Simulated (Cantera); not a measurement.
# Diamond growth

A diamond (100) surface in a fixed gas of H2 with x(CH4) = 0.0033, x(CH3) = 0.00098, at 1150 K, 14.3 Torr; coverages are run to steady state.

Computed with Cantera and the Harris–Goodwin 1993 mechanism for the reconstructed diamond (100) surface.

```
x(H)     growth (µm/h)  θ c6HH  θ c6H*  θ c6*H   θ c6**   θ c6HM
-------  -------------  ------  ------  ------  -------  -------
0.0001           0.180   0.591  0.0248   0.351  0.00325   0.0113
0.00022          0.423   0.529  0.0284   0.402  0.00665   0.0139
0.00049          0.878   0.493  0.0303   0.430   0.0114   0.0160
0.0011            1.69   0.475  0.0313   0.444   0.0161   0.0173
0.0024            3.04   0.467  0.0318   0.451   0.0196   0.0172
0.0054            5.35   0.465  0.0322   0.456   0.0218   0.0151
0.012             8.48   0.466  0.0325   0.460   0.0231   0.0115
0.026             11.7   0.468  0.0328   0.464   0.0238  0.00754
0.058             14.3   0.469  0.0331   0.466   0.0242  0.00421
```
θ: site fractions in the mechanism's names (c6HH fully hydrogenated, c6H* and c6*H radical sites, c6** diradical, c6HM methylated).
